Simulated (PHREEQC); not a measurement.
Consider water at 50 °C with 0.075 mol/kgw CuSO4 and 0.012 mol/kgw NaCl. Closed to the air; pH follows from the charge balance.

All values are PHREEQC results (ion-association model, phreeqc.dat), not measurements.

```csv
quantity,before,after
pH,4.31,4.32
ionic strength (mol/kgw),0.170,0.222
SO4-2 (mol/kgw),0.0395,0.0413
Cu+2 (mol/kgw),0.0391,0.0394
CuSO4 (mol/kgw),0.0346,0.0299
HSO4- (mol/kgw),0.000136,0.000128
```

Task: Which change was made?
A) CuSO4 from 0.075 to 0.0825 mol/kgw
B) NaCl from 0.012 to 0.06 mol/kgw
C) NaCl from 0.012 to 0.0132 mol/kgw
D) CuSO4 from 0.075 to 0.375 mol/kgw
E) NaCl left out

Result: B, NaCl from 0.012 to 0.06 mol/kgw

This is a speciation only: nothing precipitates in the calculation. At this temperature some constants are extrapolated from 25 °C, and those without enthalpy data are left unchanged.
